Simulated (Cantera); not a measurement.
**Moist CO burnout**

An isothermal, constant-pressure homogeneous reactor starts with CO : O₂ : H₂O : N₂ = 0.011 : 0.01 : 0.0042 : 2 (molar parts), equivalence ratio 0.55, at 1100 K and 1.00 atm.

Model: GRI-Mech 3.0 (53 species, 325 reactions), integrated in Cantera.

```csv
t (s),x CO,x O₂,x H₂O,x O,x CO₂
0.000200,0.00543,0.00494,0.00207,4.64e-11,4.87e-11
0.000607,0.00543,0.00494,0.00207,1.40e-10,1.65e-10
0.00184,0.00543,0.00494,0.00207,4.91e-10,7.69e-10
0.00558,0.00543,0.00494,0.00207,3.66e-9,8.93e-9
0.0169,0.00543,0.00494,0.00207,6.82e-7,2.10e-6
0.0514,0.00283,0.00363,0.00203,4.09e-5,0.00261
0.156,0.000483,0.00247,0.00207,6.83e-6,0.00496
0.473,5.80e-5,0.00226,0.00208,7.36e-7,0.00539
1.43,5.00e-6,0.00223,0.00208,6.63e-8,0.00544
4.35,3.06e-7,0.00223,0.00208,6.88e-9,0.00545
13.2,9.62e-9,0.00223,0.00208,1.89e-9,0.00545
40.0,1.07e-9,0.00223,0.00208,9.81e-10,0.00545
```
x: mole fraction; the columns are a selection and need not sum to one.

Equilibrium at this temperature and pressure: CO 1.54e-10, O₂ 0.00222, H₂O 0.00208, O 1.18e-10, CO₂ 0.00545 (gas phase only).
